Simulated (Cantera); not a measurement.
A perfectly stirred reactor is fed with CH3OH : O2 : N2 = 1 : 1.7 : 6.41 (molar parts), at 0.227 atm; it is adiabatic with a 625 K inlet, and is followed from long to short residence time, starting on the burning branch (τ in s: 0.027, 0.012, 0.0051, 0.0022, 0.00096, 0.00041, 0.00018, 7.8e-05, 3.4e-05, 1.5e-05).

Model: GRI-Mech 3.0 (53 species, 325 reactions), integrated in Cantera. GRI-Mech 3.0 was tuned for natural gas; its chemistry of methanol as a main component is partial and can be far from experiment.

One state of this run: T (K) = 1941; x CH3OH = 3.23e-5; x O2 = 0.0379; x CH4 = 6.20e-7; x H2O2 = 1.38e-7; x HCN = 7.50e-8; x HCO = 5.99e-6. x: mole fraction; the columns are a selection and need not sum to one.

Q: Which value of τ (s) does it belong to?
A. 0.00041
B. 0.0022
C. 1.5e-5
D. 0.00018

A: B, 0.0022
